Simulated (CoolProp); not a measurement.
A Linde-Hampson liquefier for nitrogen: isothermal reversible compression at 280 K from 1 atm to 25 MPa, throttling to 1 atm, return gas leaving the recuperator 5 K below the feed. Each further row changes one setting.

Values from CoolProp's reference Helmholtz-energy equation of state, Span 2000.

```json
[
 {"case": "as stated", "liquid yield per pass": "0.091", "compression work (kJ/kg of gas)": "457"},
 {"case": "high pressure 50 MPa", "liquid yield per pass": "0.098", "compression work (kJ/kg of gas)": "527"},
 {"case": "warm-end temperature 310 K", "liquid yield per pass": "0.064", "compression work (kJ/kg of gas)": "510"},
 {"case": "warm-end gap 10 K", "liquid yield per pass": "0.079", "compression work (kJ/kg of gas)": "457"}
]
```
